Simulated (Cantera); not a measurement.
Feed: 1 mol SiH2Cl2, 0.14 mol C3H8, 3.6 mol H2, held at 2125 K and 1.50 mbar.

Method: chemical equilibrium by Gibbs-energy minimisation in Cantera with the NASA 1993 tables (ideal gas, pure condensed phases). Candidate condensed phases: C, C6H6, C7H8, C8H18, Si, SiC; 109 gas species. The tables' values for SiCl, SiCl3 are old estimates; treat these amounts as uncertain. Gases not in the tables: Si2H6 and higher silanes. Equilibrium is a limit: real reactors are often held back by kinetics, nucleation or transport.

Base state: H2 0.629, HCl 0.193, H 0.0744, SiCl2 0.0400, Si 0.0375, Cl 0.0167, SiCl 0.00596, Si2C 0.00168 (mole fractions); condensed: SiC(s).

**Question.** What changes in the equilibrium state with this change: H2 from 3.6 to 18 mol?

**Answer.** 
```csv
species,before,after
H2,0.629,0.805
H,0.0744,0.0841
HCl,0.193,0.0776
SiCl2,0.0400,0.00290
Cl,0.0167,0.00595
Si,0.0375,0.0215
SiCl3,5.73e-5,1.48e-6
Si3,1.09e-5,2.07e-6
SiCl,0.00596,0.00122
C2H2 (acetylene),7.21e-5,0.000279
Si2,0.000167,5.51e-5
"SiC(s), mol",0.405,0.372
```
The tables' values for SiCl are old estimates; treat these amounts as uncertain.

**Question.** What changes in the equilibrium state with this change: pressure from 1.50 mbar to 0.440 bar?

**Answer.** 
| species | before | after |
|---|---|---|
| H2 | 0.629 | 0.750 |
| HCl | 0.193 | 0.165 |
| SiCl2 | 0.0400 | 0.0760 |
| H | 0.0744 | 0.00474 |
| Si | 0.0375 | 0.000395 |
| Cl | 0.0167 | 0.000767 |
| SiC2 | 0.000183 | 2.02e-7 |
| SiH2Cl2 | 4.07e-8 | 2.70e-5 |
| SiHCl3 | 1.27e-7 | 6.05e-5 |
| SiC(s), mol | 0.405 | 0.420 |
| Si(l), mol | 0 | 0.0913 |
Mutual solubility and eutectic melting of coexisting phases are not modelled. The tables' values for SiCl3, SiCl are old estimates; treat these amounts as uncertain.
